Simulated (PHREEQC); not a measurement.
Dissolve 0.014 mol/kgw KOH, 3.2e-05 mol/kgw H3BO3 and 0.05 mol/kgw (CH3)4NCl at 25 °C. Closed to the air; pH follows from the charge balance.

Model: ion-association model, wateq4f.dat, run in PHREEQC.

The pH is 12.05 and the ionic strength comes out as 0.0640 mol/kgw. The total alkalinity is 14.0 meq/kg.

```tsv
species	molality	activity	log γ
Cl-	0.0500	0.0398	-0.099
(CH3)4N+	0.0500	0.0400	-0.097
K+	0.0140	0.0112	-0.099
OH-	0.0140	0.0111	-0.100
H2BO3-	3.20e-5	2.50e-5	-0.107
H3BO3	3.85e-8	3.91e-8	0.006
```

Precipitation was switched off in this run. (CH3)4N+ isn't in the database: it is added as a free cation with an ion size of 4 Å.
